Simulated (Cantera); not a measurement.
## Adiabatic ignition

An adiabatic, constant-volume homogeneous reactor starts with CH4 : O2 : N2 = 1 : 2.86 : 8 (molar parts), equivalence ratio 0.70, at 1450 K and 1.00 bar.

Detailed kinetics in Cantera: GRI-Mech 3.0 (53 species, 325 reactions).

```csv
t (s),T (K),P (bar),x CH4,x O2,x C2H6,x H2O2,x CO2
4.00e-6,1450,1.000,0.0843,0.241,1.94e-12,1.28e-9,<1e-12
1.23e-5,1450,1.000,0.0843,0.241,6.50e-11,9.27e-9,1.11e-12
3.76e-5,1450,1.000,0.0843,0.241,2.38e-9,4.71e-8,2.93e-11
0.000115,1450,1.000,0.0843,0.241,1.32e-7,1.50e-7,1.42e-9
0.000353,1450,1.00,0.0841,0.241,1.41e-5,2.84e-7,1.47e-7
0.00108,1483,1.02,0.0785,0.237,0.000801,5.02e-6,2.67e-5
0.00332,2855,2.04,<1e-12,0.0672,<1e-12,6.89e-7,0.0536
0.0102,2855,2.04,<1e-12,0.0671,<1e-12,6.89e-7,0.0536
0.0312,2855,2.04,<1e-12,0.0671,<1e-12,6.89e-7,0.0536
0.0957,2855,2.04,<1e-12,0.0671,<1e-12,6.89e-7,0.0536
0.294,2855,2.04,<1e-12,0.0671,<1e-12,6.89e-7,0.0536
0.900,2855,2.04,<1e-12,0.0671,<1e-12,6.89e-7,0.0536
```
x: mole fraction; the columns are a selection and need not sum to one.

```json
{
  "time_of_steepest_temperature_rise": "1.29 ms",
  "temperature at 0.900 s": "2855 K",
  "equilibrium_temperature": "2855 K",
  "x(CH4) at 0.900 s": "<1e-12 (gas-phase equilibrium <1e-12)",
  "x(O2) at 0.900 s": "0.0671 (gas-phase equilibrium 0.0671)",
  "x(C2H6) at 0.900 s": "<1e-12 (gas-phase equilibrium <1e-12)"
}
```
